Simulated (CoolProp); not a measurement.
Vapour-liquid equilibrium of dimethyl ether (1) + n-butane (2) at 0.0534 MPa; x and y are mole fractions of (1).

Values from CoolProp's multi-fluid Helmholtz-energy mixture model, Wu 2011 and Bücker 2006; pair parameters Bell 2016.

Problem. Give the bubble temperature and the first vapour's composition at x = 0.25, 0.45, 0.55. Is there an azeotrope?

Solution. x = 0.25: 244.1 K, y = 0.565; x = 0.45: 239.7 K, y = 0.717; x = 0.55: 238.4 K, y = 0.768. No azeotrope shows between x = 0.05 and 0.95.

Pair parameters are fitted to limited data, so mixtures are less certain than the pure fluids.
